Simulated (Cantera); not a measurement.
An isothermal, constant-pressure homogeneous reactor starts with 43.5 % C₂H₆, 56.5 % N₂, at 1100 K and 0.200 bar.

Cantera simulation using GRI-Mech 3.0 (53 species, 325 reactions); the numbers are that mechanism's predictions, not measurements. GRI-Mech 3.0 stops at C3 and has no aromatics, soot or wall deposition, so with more carbon than oxygen in the feed, carbon stays in small species such as C2H2 where larger ones or solid carbon would form.

Question: Predict: x(C₂H₆) at 7.00 s; x(CH₄) at 7.00 s; x(H) at 7.00 s; x(CH₃) at 7.00 s; x(C₂H₂) at 7.00 s; x(C₂H₄) at 7.00 s.

Answer: 
```
Quantity                                              Value
-----------------  ----------------------------------------
x(C₂H₆) at 7.00 s  0.00694 (gas-phase equilibrium 0.000583)
x(CH₄) at 7.00 s       0.0535 (gas-phase equilibrium 0.339)
x(H) at 7.00 s      4.87e-7 (gas-phase equilibrium 1.62e-8)
x(CH₃) at 7.00 s    1.86e-6 (gas-phase equilibrium 1.30e-6)
x(C₂H₂) at 7.00 s     0.0410 (gas-phase equilibrium 0.0653)
x(C₂H₄) at 7.00 s      0.226 (gas-phase equilibrium 0.0671)
```
